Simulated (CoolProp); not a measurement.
Saturated liquid density (kg/m³) of R1132(E): the reference equation beside estimates from Tc = 348.8 K, pc = 5174 kPa, ω = 0.245. Rackett uses Z = 0.29056 − 0.08775 ω.

Values from CoolProp's reference Helmholtz-energy equation of state, Akasaka 2024.

```
T (K)  reference  Rackett  Redlich-Kwong
-----  ---------  -------  -------------
246.2       1079     1071          939.4
250.7       1067     1059          926.0
255.2       1055     1046          912.3
259.7       1042     1033          898.1
264.1       1029     1020          883.8
268.6       1016     1006          868.8
273.1       1002    991.8          853.3
277.6      988.3    977.3          837.2
282        974.0    962.7          821.0
286.5      958.8    947.3          803.7
291        943.1    931.3          785.9
295.5      926.6    914.7          767.2
```

Absolute difference from the reference over all 12 rows, mean and median: Rackett 1.0 and 1.0 %, Redlich-Kwong 14.8 and 14.7 %.
